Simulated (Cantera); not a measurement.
Thermodynamics of silicon epitaxy and polysilicon growth, feed SiH4 + HCl + H2

Feed: 1 mol SiH4, 0.3 mol HCl, 14 mol H2, held at 16.5 Torr.

Equilibrium computed with Cantera from the NASA thermochemical tables; the gas is ideal and each condensed phase is pure. Candidate condensed phases: Si; 19 gas species. The tables' values for SiCl3, SiCl are old estimates; treat these amounts as uncertain. Gases not in the tables: Si2H6 and higher silanes. The numbers say what is thermodynamically allowed, not how fast it happens.

From 873 K to 1623 K the condensed part is Si(s). From 1698 K to 1773 K the condensed part is Si(l). The main Si-bearing gas is SiCl4 at 873 K and SiCl2 at 1773 K.

| T (K) | log p H2 | log p HCl | log p SiCl4 | log p H | log p SiHCl3 | log p SiCl2 | log p SiCl3 | log p Si | n Si(s) | n Si(l) |
|---|---|---|---|---|---|---|---|---|---|---|
| 873 | -1.66 | -4.10 | -4.25 | -11.16 | -4.49 | -6.43 | -6.23 | <-13 | 0.933 | 0 |
| 948 | -1.66 | -3.80 | -4.39 | -10.11 | -4.60 | -5.75 | -5.84 | <-13 | 0.948 | 0 |
| 1023 | -1.66 | -3.59 | -4.68 | -9.21 | -4.83 | -5.26 | -5.64 | <-13 | 0.967 | 0 |
| 1098 | -1.66 | -3.48 | -5.21 | -8.44 | -5.24 | -4.98 | -5.67 | <-13 | 0.981 | 0 |
| 1173 | -1.67 | -3.44 | -5.93 | -7.76 | -5.78 | -4.86 | -5.89 | -12.31 | 0.986 | 0 |
| 1248 | -1.67 | -3.43 | -6.65 | -7.16 | -6.33 | -4.80 | -6.15 | -11.11 | 0.987 | 0 |
| 1323 | -1.67 | -3.43 | -7.31 | -6.63 | -6.83 | -4.76 | -6.41 | -10.05 | 0.987 | 0 |
| 1398 | -1.67 | -3.44 | -7.90 | -6.16 | -7.29 | -4.74 | -6.64 | -9.11 | 0.986 | 0 |
| 1473 | -1.67 | -3.44 | -8.44 | -5.73 | -7.70 | -4.71 | -6.84 | -8.26 | 0.985 | 0 |
| 1548 | -1.67 | -3.44 | -8.92 | -5.34 | -8.06 | -4.69 | -7.03 | -7.50 | 0.985 | 0 |
| 1623 | -1.67 | -3.44 | -9.36 | -4.99 | -8.40 | -4.67 | -7.20 | -6.81 | 0.984 | 0 |
| 1698 | -1.67 | -3.44 | -9.77 | -4.67 | -8.71 | -4.66 | -7.36 | -6.18 | 0 | 0.983 |
| 1773 | -1.67 | -3.44 | -10.18 | -4.38 | -9.03 | -4.71 | -7.56 | -5.67 | 0 | 0.983 |
log p: log10 of the partial pressure in bar; n: condensed amount in mol.
